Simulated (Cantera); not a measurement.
**Fe₂O₃ + C + N₂ (carbothermic reduction)**

Charge: 1 mol Fe₂O₃, 2.9 mol C, 3.6 mol N₂, at 11.0 mbar.

Method: chemical equilibrium by Gibbs-energy minimisation in Cantera with the NASA 1993 tables (ideal gas, pure condensed phases). Candidate condensed phases: C, Fe, Fe(CO)₅, FeO, Fe₂O₃, Fe₃O₄; 27 gas species. The numbers say what is thermodynamically allowed, not how fast it happens.

```csv
T (K),x N₂,x CO,x Fe,x CO₂,x FeO,x O,x NO,n Fe(δ),n Fe(l)
1750,0.553,0.430,0.00127,0.0154,1.64e-6,2.93e-8,2.62e-7,1.99,0
1850,0.551,0.428,0.00532,0.0153,1.03e-5,2.13e-7,1.04e-6,0,1.97
1950,0.543,0.423,0.0186,0.0150,5.14e-5,1.26e-6,3.52e-6,0,1.88
2050,0.522,0.406,0.0573,0.0143,0.000215,6.18e-6,1.04e-5,0,1.60
2150,0.466,0.363,0.158,0.0121,0.000751,2.52e-5,2.55e-5,0,0.776
2250,0.423,0.331,0.234,0.0103,0.00134,8.78e-5,5.63e-5,0,0
2350,0.423,0.331,0.234,0.00972,0.00160,0.000278,0.000123,0,0
2450,0.423,0.332,0.233,0.00884,0.00180,0.000768,0.000240,0,0
2550,0.422,0.333,0.233,0.00748,0.00184,0.00180,0.000410,0,0
```
x: gas mole fraction; n: condensed amount in mol.

At 1750 K the condensed part is Fe(δ). From 1850 K to 2150 K the condensed part is Fe(l). From 2250 K to 2550 K nothing is condensed. The main Fe-bearing gas is Fe throughout.
